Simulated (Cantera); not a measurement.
A closed system holds: 1 mol B2H6, 0.053 mol O2, 0.44 mol N2, at 10.0 mbar.

These are equilibrium values from Cantera (NASA tables, ideal gas, pure condensed phases), not measurements of a reactor. Candidate condensed phases: B, BN, B2O3, B3O3H3, H2O; 39 gas species. The feed counts by its element totals alone. N2 is the only nitrogen source here; it is nearly inert below about 1500 K, so the nitride shown seldom forms there in practice. Mutual solubility and eutectic melting of coexisting phases are not modelled. The numbers say what is thermodynamically allowed, not how fast it happens. All values below are at 1423 K.

Base state: H2 0.982, HBO 0.0147, B2O2 0.00204, B3O3H3 0.000677, B2O3 0.000410, HBO2 0.000306, H 6.58e-5, BO 2.88e-5 (mole fractions); condensed: B(s) + BN(s) + B2O3(l).

Task: What changes in the equilibrium state with this change: N2 from 0.44 to 5.7 mol?

Result: 
```csv
species,before,after
N2,6.24e-8,0.611
H2,0.982,0.385
HBO2,0.000306,0.00281
HBO,0.0147,0.000629
B3O3H3,0.000677,5.31e-8
B2O2,0.00204,9.53e-6
H2O,6.76e-6,0.000567
BO,2.88e-5,1.97e-6
H,6.58e-5,4.12e-5
"B(s), mol",1.03,0
"BN(s), mol",0.880,1.94
"B2O3(l), mol",0.0124,0.0145
```

Task: What changes in the equilibrium state with this change: pressure from 10.0 mbar to 1.00 bar?

Result: 
| species | before | after |
|---|---|---|
| H2 | 0.982 | 0.992 |
| B3O3H3 | 0.000677 | 0.00687 |
| HBO | 0.0147 | 0.00148 |
| BO | 2.88e-5 | 2.88e-7 |
| B2O2 | 0.00204 | 2.04e-5 |
| B(s), mol | 1.03 | 1.03 |
| BN(s), mol | 0.880 | 0.880 |
| B2O3(l), mol | 0.0124 | 0.0132 |

Task: What changes in the equilibrium state with this change: O2 from 0.053 to 1.4 mol?

Result: 
| species | before | after |
|---|---|---|
| H2 | 0.982 | 0.884 |
| N2 | 6.24e-8 | 0.110 |
| HBO2 | 0.000306 | 0.00320 |
| HBO | 0.0147 | 0.00127 |
| B3O3H3 | 0.000677 | 4.36e-7 |
| B2O2 | 0.00204 | 1.69e-5 |
| H2O | 6.76e-6 | 0.000735 |
| BO | 2.88e-5 | 2.62e-6 |
| H | 6.58e-5 | 6.25e-5 |
| B(s), mol | 1.03 | 0 |
| BN(s), mol | 0.880 | 0.137 |
| B2O3(l), mol | 0.0124 | 0.922 |
